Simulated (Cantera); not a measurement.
A freely propagating, adiabatic, planar premixed flame of 43.1 % H₂, 10.8 % O₂, 40.5 % N₂, 5.60 % H₂O, equivalence ratio 2.0, unburnt at 300 K and 0.410 bar; unity-Lewis-number transport, grid criteria slope 0.08 and curve 0.16, no radiation.

Computed with Cantera and the H2/O2 subset of GRI-Mech 3.0, which has no nitrogen chemistry. Unity Lewis numbers drop preferential diffusion, which matters most where H2 and H carry the flame. Burning velocities carry a grid error of a few per cent, more on coarse grids.

x: mole fraction of selected species; z is measured from the peak of heat release.

| z (mm) | T (K) | u (m/s) | x H₂ | x O₂ | x H₂O | x O | x H | x OH |
|---|---|---|---|---|---|---|---|---|
| -2.93 | 300 | 1.47 | 0.431 | 0.108 | 0.0560 | <1e-8 | <1e-8 | <1e-8 |
| -1.95 | 300 | 1.47 | 0.431 | 0.108 | 0.0560 | <1e-8 | <1e-8 | <1e-8 |
| -1.46 | 300 | 1.47 | 0.431 | 0.108 | 0.0561 | <1e-8 | <1e-8 | <1e-8 |
| -0.976 | 302 | 1.48 | 0.431 | 0.108 | 0.0563 | 4.20e-8 | <1e-8 | <1e-8 |
| -0.488 | 387 | 1.89 | 0.423 | 0.103 | 0.0670 | 5.56e-6 | 6.60e-6 | … |
| -0.244 | 695 | 3.32 | 0.387 | 0.0837 | 0.110 | 0.000149 | 0.00335 | … |
| 0 | 1072 | 5.01 | 0.306 | 0.0471 | 0.189 | 0.00118 | 0.0310 | … |
| 0.244 | 1308 | 6.02 | 0.228 | 0.0147 | 0.256 | 0.00172 | 0.0659 | … |
| 0.488 | 1426 | 6.51 | 0.204 | 0.00352 | 0.281 | 0.00115 | 0.0731 | … |
| 0.976 | 1541 | 6.97 | 0.206 | 0.000597 | 0.289 | 0.000744 | 0.0620 | 0.00284 |
| 1.95 | 1649 | 7.40 | 0.215 | 0.000301 | 0.293 | 0.000485 | 0.0457 | 0.00280 |
| 3.91 | 1742 | 7.75 | 0.223 | 0.000160 | 0.296 | 0.000268 | 0.0315 | … |
| 7.81 | 1815 | 8.03 | 0.230 | 7.17e-5 | 0.299 | 0.000124 | 0.0203 | … |

Some entries are withheld; supply them.


- -0.488, x OH: 1.29e-5
- -0.244, x OH: 0.000315
- 0, x OH: 0.000768
- 0.244, x OH: 0.00187
- 0.488, x OH: 0.00248
- 3.91, x OH: 0.00240
- 7.81, x OH: 0.00180
